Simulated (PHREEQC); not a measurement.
0.067 g of hydrous ferric oxide (600 m²/g; 0.2 weak and 0.005 strong sites per Fe, Dzombak-Morel constants, diffuse double layer) in 1 kg of water with 0.1 mol/kgw of an inert sodium salt and 6.3e-05 mol/kgw CaCl2 and 8.5e-07 mol/kgw PbCl2, at 25 °C; the pH is set by adding NaOH or the inert anion's acid. Oxygen is held at 0.21 atm. The system is closed to CO2. Nothing may precipitate in this run.

The series has 17 steps of pH, from 4 to 10.

Equilibrium calculation in PHREEQC: ion-association model, wateq4f.dat.

Q: Near which pH is half of the Ca sorbed, and on which side is more sorbed?

A: Near pH 9.6, with more sorbed at higher pH.

Q: Near which pH is half of the Pb sorbed, and on which side is more sorbed?

A: Near pH 4.3, with more sorbed at higher pH.
